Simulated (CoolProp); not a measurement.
Vapour-liquid equilibrium of R22 (1) + benzene (2) at 330.2 K; x and y are mole fractions of (1).

The numbers come from the multi-fluid Helmholtz-energy mixture model, Kamei 1995 and Thol 2012; pair parameters Bell 2016 in CoolProp.

**Question.** Give the bubble pressure and the first vapour's composition at x = 0.2, 0.425, 0.5. Is there an azeotrope?

**Answer.** x = 0.2: 0.4756 MPa, y = 0.906; x = 0.425: 0.8998 MPa, y = 0.956; x = 0.5: 1.048 MPa, y = 0.965. No azeotrope shows between x = 0.05 and 0.95.

The pair parameters rest on a limited set of measurements; away from them the model extrapolates. The gap from Raoult's law changes sign with composition, which may be real or a fault of the pair parameters; it wasn't checked against measurements.
